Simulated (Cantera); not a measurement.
Charge: 1 mol CS2, a varied amount of H2O, 2.6 mol H2, held at 3200 K and 1330 Pa.

Cantera equilibrium calculation (NASA polynomials, part measured and part estimated; ideal gas, pure solids and liquids). Candidate condensed phases: C, C6H6, C7H8, C8H18, H2O, H2SO4, S; 123 gas species. The numbers say what is thermodynamically allowed, not how fast it happens.

### Question
At 0.77 mol H2O, list the 6 most abundant gas species with their mole fractions, and the condensed phases.

### Answer
H 0.624, S 0.190, CO 0.0869, H2 0.0658, CS 0.0258, SH 0.00479. Condensed: gas only.
